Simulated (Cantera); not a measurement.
Source: NASA polynomial tables (part measured, part estimated), evaluated in Cantera. Values are per mole of reaction as written; species without (g) are pure solids or liquids, kept so even where they would boil at 1 bar.

Si3N4 + 4 SiH3(g) = 4 NH3(g) + 7 Si, with ΔH° = -276.4 kJ and ΔS° = -76.1 J/K at 300 K.

Q: How far is the shortcut ΔG° ≈ ΔH°(300 K) − T·ΔS°(300 K) from the full temperature-dependent value at 898, 998, 1098, 1198, 1298, 1398, 1498, 1598, 1698 K?

A: 
```
T (K)  shortcut (kJ)  full (kJ)  difference (kJ)  difference in log10 K  condensed phases
-----  -------------  ---------  ---------------  ---------------------  ----------------
898           -208.1     -214.1              6.0                  -0.35   Si3N4(s), Si(s)
998           -200.5     -207.4              6.9                  -0.36   Si3N4(s), Si(s)
1098          -192.9     -200.5              7.6                  -0.36   Si3N4(s), Si(s)
1198          -185.3     -193.4              8.2                  -0.36   Si3N4(s), Si(s)
1298          -177.7     -186.2              8.5                  -0.34   Si3N4(s), Si(s)
1398          -170.1     -178.8              8.7                  -0.33   Si3N4(s), Si(s)
1498          -162.4     -171.3              8.8                  -0.31   Si3N4(s), Si(s)
1598          -154.8     -163.7              8.8                  -0.29   Si3N4(s), Si(s)
1698          -147.2     -157.6             10.4                  -0.32   Si3N4(s), Si(l)
```
The shortcut ignores heat capacities and the phase changes listed.
